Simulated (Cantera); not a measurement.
Charge: 1 mol Fe2O3, 3.1 mol Cl2, 1.6 mol N2, at 30000 Pa.

These are equilibrium values from Cantera (NASA tables, ideal gas, pure condensed phases), not measurements of a reactor. Candidate condensed phases: Fe, FeCl2, FeCl3, FeO, Fe2O3, Fe3O4; 19 gas species. The numbers say what is thermodynamically allowed, not how fast it happens. All values below are at 1100 K.

Base state: Cl2 0.528, N2 0.333, FeCl3 0.0747, O2 0.0588, FeCl2 0.00223, Cl 0.00201, Fe2Cl6 0.000749, NO 2.92e-5 (mole fractions); condensed: Fe2O3(s).

Task: What changes in the equilibrium state with this change: 1.1 mol H2O added?

Result: 
| species | before | after |
|---|---|---|
| HCl | 0 | 0.324 |
| Cl2 | 0.528 | 0.292 |
| N2 | 0.333 | 0.252 |
| H2O | 0 | 0.0109 |
| FeCl3 | 0.0747 | 0.0210 |
| O2 | 0.0588 | 0.0975 |
| HOCl | 0 | 1.09e-5 |
| Fe2Cl6 | 0.000749 | 5.93e-5 |
| FeCl2 | 0.00223 | 0.000845 |
| Cl | 0.00201 | 0.00150 |
| NO | 2.92e-5 | 3.27e-5 |
| Fe2O3(s), mol | 0.812 | 0.930 |
Further candidate phases: Fe(OH)2, Fe(OH)3, H2O, NH4Cl.
